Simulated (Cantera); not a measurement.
A perfectly stirred reactor is fed with CH4 : CO : O2 : N2 = 1 : 0.065 : 1.85 : 6.95 (molar parts), at 0.227 atm; it is adiabatic with a 400 K inlet, and is followed from long to short residence time, starting on the burning branch (τ in s: 0.12, 0.045, 0.017, 0.0067, 0.0026, 0.001, 0.00039, 0.00015, 5.9e-05, 2.3e-05).

Cantera simulation using GRI-Mech 3.0 (53 species, 325 reactions); the numbers are that mechanism's predictions, not measurements.

**Question.** Predict: blow-out, bracketed by the residence times tried; x(CH4) at τ = 0.120 s; x(CO) at τ = 0.120 s; x(O2) at τ = 0.120 s; x(H2) at τ = 0.120 s; x(CH4) at τ = 1.00 ms; x(CO) at τ = 1.00 ms; x(O2) at τ = 1.00 ms; x(H2) at τ = 1.00 ms; x(C2H6) at τ = 1.00 ms.

**Answer.** 
```json
{
  "blow_out_bracketed_by_the_residence_times_tried": "burning at 0.390 ms, out at 0.150 ms",
  "x(CH4) at τ = 0.120 s": "6.12e-6",
  "x(CO) at τ = 0.120 s": "0.0326",
  "x(O2) at τ = 0.120 s": "0.00466",
  "x(H2) at τ = 0.120 s": "0.0153",
  "x(CH4) at τ = 1.00 ms": "0.000316",
  "x(CO) at τ = 1.00 ms": "0.0444",
  "x(O2) at τ = 1.00 ms": "0.0171",
  "x(H2) at τ = 1.00 ms": "0.0240",
  "x(C2H6) at τ = 1.00 ms": "6.02e-9"
}
```
